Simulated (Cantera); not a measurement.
Adiabatic ignition

An adiabatic, constant-pressure homogeneous reactor starts with H2 : O2 : N2 = 1 : 0.694 : 2.61 (molar parts), equivalence ratio 0.72, at 1375 K and 0.300 bar.

Detailed kinetics in Cantera: GRI-Mech 3.0 (53 species, 325 reactions).

```csv
t (s),T (K),x H2,x O2,x NO2,x N2O,x NO,x OH
4.00e-6,1375,0.232,0.161,<1e-12,<1e-12,<1e-12,7.72e-9
1.10e-5,1375,0.232,0.161,<1e-12,<1e-12,<1e-12,6.48e-8
3.03e-5,1375,0.232,0.161,<1e-12,2.46e-12,<1e-12,5.74e-6
8.35e-5,1579,0.0351,0.0661,1.74e-10,2.37e-8,4.12e-6,0.0147
0.000230,2001,0.0349,0.0575,1.59e-9,3.42e-8,3.82e-5,0.0252
0.000632,2359,0.0280,0.0521,1.30e-8,6.88e-8,0.000166,0.0301
0.00174,2592,0.0195,0.0489,2.07e-7,2.32e-7,0.00110,0.0287
0.00479,2612,0.0185,0.0474,8.36e-7,2.76e-7,0.00406,0.0279
0.0132,2608,0.0185,0.0453,1.82e-6,3.02e-7,0.00899,0.0273
0.0363,2606,0.0186,0.0442,2.30e-6,3.22e-7,0.0115,0.0269
0.100,2606,0.0186,0.0442,2.32e-6,3.23e-7,0.0116,0.0269
```
x: mole fraction; the columns are a selection and need not sum to one.

- time of steepest temperature rise: 67.7 µs
- temperature at 0.100 s: 2606 K
- equilibrium temperature: 2606 K
- x(H2) at 0.100 s: 0.0186 (gas-phase equilibrium 0.0186)
- x(O2) at 0.100 s: 0.0442 (gas-phase equilibrium 0.0442)
- x(NO2) at 0.100 s: 2.32e-6 (gas-phase equilibrium 2.32e-6)
